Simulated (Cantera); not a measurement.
A closed system holds: 1 mol Zr, 0.043 mol H2O, 1.1 mol N2, held at 1.10e-5 bar.

These are equilibrium values from Cantera (NASA tables, ideal gas, pure condensed phases), not measurements of a reactor. Candidate condensed phases: H2O, Zr, ZrN, ZrO2; 28 gas species. Mutual solubility and eutectic melting of coexisting phases are not modelled. ZrN: taken at fixed stoichiometry. Condensed phases not in the tables: solid solutions among these carbides, nitrides and lower oxides. Rates play no part.

log p: log10 of the partial pressure in bar; n: condensed amount in mol.

```json
[
 {"T (K)": "2150", "log p N2": "-5.02", "log p Zr": "-9.11", "log p H": "-5.92", "log p ZrO": "-6.97", "n ZrN(s)": "0.975", "n ZrO2(tetragonal)": "0.0180"},
 {"T (K)": "2200", "log p N2": "-5.03", "log p Zr": "-8.58", "log p H": "-5.91", "log p ZrO": "-6.53", "n ZrN(s)": "0.969", "n ZrO2(tetragonal)": "0.0117"},
 {"T (K)": "2250", "log p N2": "-5.04", "log p Zr": "-8.07", "log p H": "-5.92", "log p ZrO": "-6.21", "n ZrN(s)": "0.957", "n ZrO2(tetragonal)": "0"},
 {"T (K)": "2300", "log p N2": "-5.04", "log p Zr": "-7.58", "log p H": "-5.91", "log p ZrO": "-6.20", "n ZrN(s)": "0.955", "n ZrO2(tetragonal)": "0"},
 {"T (K)": "2350", "log p N2": "-5.04", "log p Zr": "-7.12", "log p H": "-5.91", "log p ZrO": "-6.21", "n ZrN(s)": "0.952", "n ZrO2(tetragonal)": "0"},
 {"T (K)": "2400", "log p N2": "-5.05", "log p Zr": "-6.68", "log p H": "-5.92", "log p ZrO": "-6.21", "n ZrN(s)": "0.942", "n ZrO2(tetragonal)": "0"},
 {"T (K)": "2450", "log p N2": "-5.06", "log p Zr": "-6.25", "log p H": "-5.94", "log p ZrO": "-6.24", "n ZrN(s)": "0.915", "n ZrO2(tetragonal)": "0"},
 {"T (K)": "2500", "log p N2": "-5.10", "log p Zr": "-5.82", "log p H": "-6.00", "log p ZrO": "-6.30", "n ZrN(s)": "…", "n ZrO2(tetragonal)": "0"},
 {"T (K)": "2550", "log p N2": "-5.23", "log p Zr": "-5.37", "log p H": "-6.28", "log p ZrO": "-6.58", "n ZrN(s)": "…", "n ZrO2(tetragonal)": "0"},
 {"T (K)": "2600", "log p N2": "-5.26", "log p Zr": "-5.32", "log p H": "-6.36", "log p ZrO": "-6.66", "n ZrN(s)": "…", "n ZrO2(tetragonal)": "0"}
]
```

Q: Fill in the missing entries.

A: 
- 2500, n ZrN(s): 0.829
- 2550, n ZrN(s): 0.263
- 2600, n ZrN(s): 0
